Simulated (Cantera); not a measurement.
Feed: 1 mol Si2H6, a varied amount of O3, 0.99 mol H2, equilibrated at 1377 °C and 1.00 bar.

These are equilibrium values from Cantera (NASA tables, ideal gas, pure condensed phases), not measurements of a reactor. Candidate condensed phases: H2O, Si, SiO2; 18 gas species. The feed counts by its element totals alone. Mutual solubility and eutectic melting of coexisting phases are not modelled. The tables hold silica as quartz up to 1696 K and as liquid above; real silica turns to tridymite and cristobalite and melts near 1996 K. Gases not in the tables: Si(OH)4. Equilibrium is a limit: real reactors are often held back by kinetics, nucleation or transport.

x: gas mole fraction; n: condensed amount in mol.

```
n(O3) (mol)   x H2    x H2O    x SiO      x H  n Si(s)  n SiO2(β-quartz)
-----------  -----  -------  -------  -------  -------  ----------------
0.47         0.994  1.41e-5  0.00616  9.06e-5     1.28             0.693
0.55         0.994  1.41e-5  0.00616  9.06e-5     1.16             0.813
0.65         0.994  1.41e-5  0.00616  9.06e-5     1.01             0.963
0.75         0.994  1.41e-5  0.00616  9.06e-5    0.863              1.11
0.88         0.994  1.41e-5  0.00616  9.06e-5    0.668              1.31
1            0.994  1.41e-5  0.00616  9.06e-5    0.488              1.49
1.2          0.994  1.41e-5  0.00616  9.06e-5    0.188              1.79
1.4          0.950        …        …  8.85e-5        0              2.00
1.6              …        …        …        …        0              2.00
1.9          0.574    0.426  1.18e-7  6.88e-5        0              2.00
```

Question: Complete the blanks.

Answer: 
- 1.4, x H2O: 0.0501
- 1.4, x SiO: 1.66e-6
- 1.6, x H2: 0.799
- 1.6, x H2O: 0.200
- 1.6, x SiO: 3.49e-7
- 1.6, x H: 8.12e-5
